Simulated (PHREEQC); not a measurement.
Make-up at 20 °C: 3.8 mmol/kgw Zn(NO3)2. Closed to the air; pH follows from the charge balance.

Computed with PHREEQC (ion-association model, wateq4f.dat).

No solid was allowed to form.

### Question
What pH does the model give?

### Answer
pH 5.86.
